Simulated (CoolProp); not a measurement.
The fluid at 293.15 K and 0.386 MPa is compressed adiabatically to 1.61 MPa with isentropic efficiency 0.85. The same conditions are run with several fluids, on thermodynamics alone (safety and materials aside).

The numbers come from the reference Helmholtz-energy equation of state of each fluid (chloromethane (R40): Thol 2014; chlorine: Thol 2021; CH2F2 (R32): Tillner-Roth 1997; R125: Lemmon 2005) in CoolProp.

| fluid | work (kJ/kg) | final temperature (K) | final density (kg/m³) |
|---|---|---|---|
| chloromethane (R40) | 85.3 | (withheld) | (withheld) |
| chlorine | 65.0 | 433.8 | 33.7 |
| CH2F2 (R32) | (withheld) | (withheld) | 27.4 |
| R125 | 32.6 | 344.5 | (withheld) |

Problem. Complete the blanks.

Solution. 
- chloromethane (R40), final temperature (K): 401.9
- chloromethane (R40), final density (kg/m³): 27.2
- CH2F2 (R32), work (kJ/kg): 84.7
- CH2F2 (R32), final temperature (K): 396.2
- R125, final density (kg/m³): 80.5
